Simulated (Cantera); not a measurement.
Mixture: 10.4 % CH4, 18.8 % O2, 70.8 % N2, at 2.00 bar, adiabatic and at constant pressure. Ignition delay is the time to a rise of 400 K.

Model: GRI-Mech 3.0 (53 species, 325 reactions), integrated in Cantera.

Predict: delay at 1198 K; delay at 1298 K; delay at 1398 K; delay at 1498 K; delay at 1598 K; delay at 1698 K; apparent activation energy between 1498 and 1698 K.


- delay at 1198 K: 26.7 ms
- delay at 1298 K: 7.18 ms
- delay at 1398 K: 2.17 ms
- delay at 1498 K: 0.736 ms
- delay at 1598 K: 0.283 ms
- delay at 1698 K: 0.124 ms
- apparent activation energy between 1498 and 1698 K: 190 kJ/mol
